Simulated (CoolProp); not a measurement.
A single-stage vapour-compression cycle with R115: evaporating at 204.15 K (dew point), condensing at 265.15 K (bubble point), superheat 10 K, subcooling 8 K, compressor efficiency 0.8, no pressure losses. Each further row changes one setting.

Model: reference Helmholtz-energy equation of state, Lemmon 2016, in CoolProp.

| case | cooling COP | pressure ratio | discharge temperature (K) | refrigerating effect (kJ/kg) | volumetric capacity (kJ/m³) |
|---|---|---|---|---|---|
| as stated | 2.12 | 16.0 | 286.9 | 92.4 | 172 |
| evaporating temperature 209.15 K | 2.43 | 11.9 | 284.7 | 95.3 | 235 |
| condensing temperature 260.15 K | 2.39 | 13.5 | 282.0 | 97.3 | 182 |
| subcooling 13 K | 2.23 | 16.0 | 286.9 | 97.3 | 182 |
| superheat 20 K | 2.15 | 16.0 | 297.9 | 98.5 | 175 |
| compressor efficiency 0.7 | 1.85 | 16.0 | 295.3 | 92.4 | 172 |
